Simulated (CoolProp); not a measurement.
Nitrous oxide along the isotherm 235.1 K: density (kg/m³) from the reference equation and from simpler models built on Tc = 309.5 K, pc = 72.45 bar, ω = 0.161; each cubic takes its own stable root.

Model: reference Helmholtz-energy equation of state, Lemmon 2006, in CoolProp. It is a short technical equation, of lower accuracy than the large ones.

```tsv
p (bar)	phase	reference	van der Waals	Redlich-Kwong	Soave-Redlich-Kwong	Peng-Robinson
0.344	gas	0.7776	0.7766	0.7773	0.7774	0.7776
0.518	gas	1.173	1.171	1.173	1.173	1.173
0.782	gas	1.777	1.772	1.775	1.776	1.777
1.18	gas	2.693	2.682	2.689	2.691	2.693
1.78	gas	4.092	4.065	4.083	4.087	4.092
2.69	gas	6.252	6.190	6.231	6.240	6.252
4.05	gas	9.578	9.427	9.525	9.547	9.574
6.11	gas	14.87	14.48	14.72	14.78	14.84
9.22	gas	23.55	22.51	23.12	23.27	23.43
13.9	liquid	1069	35.67	956.5	982.7	1114
21	liquid	1071	59.26	960.2	985.8	1117
31.7	liquid	1074	674.5	965.4	990.2	1122
47.8	liquid	1079	683.5	973.0	996.6	1128
72	liquid	1085	695.4	983.5	1006	1137
109	liquid	1095	710.4	998.0	1018	1150
```

At some of these states van der Waals gives the other phase, because its saturation line lies elsewhere.
